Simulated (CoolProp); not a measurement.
Saturation properties of C2F6 (R116).

Model: reference Helmholtz-energy equation of state, Lemmon 2006, in CoolProp. It is a short technical equation, of lower accuracy than the large ones.

```json
[
 {"T (K)": "228.9", "p (MPa)": "0.4621", "liquid density (kg/m³)": "1441", "vapour Z": "0.8688", "vapour viscosity (µPa s)": "10.6", "liquid conductivity (mW/(m K))": "(withheld)"},
 {"T (K)": "231.6", "p (MPa)": "0.5107", "liquid density (kg/m³)": "1427", "vapour Z": "0.8592", "vapour viscosity (µPa s)": "10.8", "liquid conductivity (mW/(m K))": "61.6"},
 {"T (K)": "234.3", "p (MPa)": "0.5631", "liquid density (kg/m³)": "1412", "vapour Z": "0.8492", "vapour viscosity (µPa s)": "10.9", "liquid conductivity (mW/(m K))": "60.6"},
 {"T (K)": "237", "p (MPa)": "0.6193", "liquid density (kg/m³)": "1397", "vapour Z": "0.8386", "vapour viscosity (µPa s)": "11.0", "liquid conductivity (mW/(m K))": "59.5"},
 {"T (K)": "239.7", "p (MPa)": "0.6795", "liquid density (kg/m³)": "1381", "vapour Z": "0.8275", "vapour viscosity (µPa s)": "(withheld)", "liquid conductivity (mW/(m K))": "58.4"},
 {"T (K)": "242.4", "p (MPa)": "0.7441", "liquid density (kg/m³)": "1365", "vapour Z": "0.8160", "vapour viscosity (µPa s)": "11.3", "liquid conductivity (mW/(m K))": "57.3"},
 {"T (K)": "245.1", "p (MPa)": "0.8131", "liquid density (kg/m³)": "1348", "vapour Z": "0.8038", "vapour viscosity (µPa s)": "(withheld)", "liquid conductivity (mW/(m K))": "56.3"},
 {"T (K)": "247.8", "p (MPa)": "0.8867", "liquid density (kg/m³)": "1331", "vapour Z": "0.7911", "vapour viscosity (µPa s)": "11.7", "liquid conductivity (mW/(m K))": "55.2"},
 {"T (K)": "250.5", "p (MPa)": "0.9651", "liquid density (kg/m³)": "1314", "vapour Z": "0.7777", "vapour viscosity (µPa s)": "(withheld)", "liquid conductivity (mW/(m K))": "54.1"},
 {"T (K)": "253.2", "p (MPa)": "1.049", "liquid density (kg/m³)": "(withheld)", "vapour Z": "0.7637", "vapour viscosity (µPa s)": "12.0", "liquid conductivity (mW/(m K))": "53.0"},
 {"T (K)": "255.9", "p (MPa)": "1.137", "liquid density (kg/m³)": "1277", "vapour Z": "0.7490", "vapour viscosity (µPa s)": "12.2", "liquid conductivity (mW/(m K))": "(withheld)"},
 {"T (K)": "258.6", "p (MPa)": "1.232", "liquid density (kg/m³)": "1257", "vapour Z": "0.7335", "vapour viscosity (µPa s)": "12.5", "liquid conductivity (mW/(m K))": "50.7"}
]
```

What belongs in the gaps?


- 228.9, liquid conductivity (mW/(m K)): 62.7
- 239.7, vapour viscosity (µPa s): 11.2
- 245.1, vapour viscosity (µPa s): 11.5
- 250.5, vapour viscosity (µPa s): 11.8
- 253.2, liquid density (kg/m³): 1296
- 255.9, liquid conductivity (mW/(m K)): 51.8

It boils at 195.1 K under 1 atm.

Viscosity comes from a separate model (Huber 2003), an estimate that may be off by 10 % or more. Thermal conductivity comes from a separate model (Huber 2003), an estimate that may be off by 10 % or more.
